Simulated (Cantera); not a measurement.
Mixture: H₂ : O₂ : N₂ = 1 : 0.595 : 2.24 (molar parts), at 1.18 atm, adiabatic and at constant volume. Ignition delay is the time to a rise of 400 K.

Cantera simulation using GRI-Mech 3.0 (53 species, 325 reactions); the numbers are that mechanism's predictions, not measurements. Where the delays flatten at high temperature, the 400 K rule measures the pace of heat release, not the induction time.

### Question
Predict: delay at 1250 K; delay at 1450 K; delay at 1650 K; delay at 1850 K; delay at 2050 K.

### Answer
```json
{
 "delay at 1250 K": "29.3 µs",
 "delay at 1450 K": "14.4 µs",
 "delay at 1650 K": "10.3 µs",
 "delay at 1850 K": "9.84 µs",
 "delay at 2050 K": "11.3 µs"
}
```
